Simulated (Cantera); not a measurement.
**Low-pressure radical oxidation in H2/O2**

An isothermal, constant-pressure homogeneous reactor starts with 21.0 % H₂, 45.7 % O₂, 33.3 % N₂, equivalence ratio 0.23, at 1023 K and 0.0263 atm.

Computed with Cantera and the H2/O2 subset of GRI-Mech 3.0, which has no nitrogen chemistry. Radical loss at walls, strong at low pressure, is not modelled. The temperature is held fixed by assumption; the heat of reaction is taken as removed at once.

```csv
t (s),x H₂,x O₂,x O,x HO₂,x H₂O,x OH,x H₂O₂
0.000800,0.210,0.457,1.20e-7,1.13e-8,4.82e-7,4.78e-8,1.15e-11
0.00133,0.210,0.457,1.50e-5,1.00e-6,6.08e-5,5.99e-6,6.88e-10
0.00222,0.120,0.417,0.0132,1.10e-5,0.0648,0.00436,4.58e-7
0.00369,0.0122,0.377,0.0219,1.68e-5,0.181,0.00438,5.48e-7
0.00614,0.00540,0.387,0.00901,1.79e-5,0.217,0.00278,7.94e-7
0.0102,0.00169,0.391,0.00261,1.52e-5,0.231,0.00132,8.82e-7
0.0170,0.000483,0.392,0.000669,9.85e-6,0.234,0.000603,7.57e-7
0.0283,0.000147,0.393,0.000188,5.08e-6,0.234,0.000309,5.49e-7
0.0471,4.72e-5,0.393,6.08e-5,2.31e-6,0.235,0.000176,3.59e-7
0.0783,1.59e-5,0.393,2.23e-5,1.01e-6,0.235,0.000108,2.24e-7
0.130,5.61e-6,0.393,9.05e-6,4.49e-7,0.235,6.92e-5,1.38e-7
0.217,2.11e-6,0.393,4.02e-6,2.10e-7,0.235,4.63e-5,8.42e-8
0.361,8.69e-7,0.393,1.92e-6,1.03e-7,0.235,3.20e-5,5.17e-8
0.601,3.92e-7,0.393,9.72e-7,5.35e-8,0.235,2.27e-5,3.20e-8
1.00,1.91e-7,0.393,5.14e-7,2.88e-8,0.235,1.65e-5,1.99e-8
```
x: mole fraction; the columns are a selection and need not sum to one.

Equilibrium at this temperature and pressure: H₂ 3.94e-10, O₂ 0.393, O 1.20e-9, HO₂ 1.32e-9, H₂O 0.235, OH 7.94e-7, H₂O₂ 9.02e-11 (gas phase only).
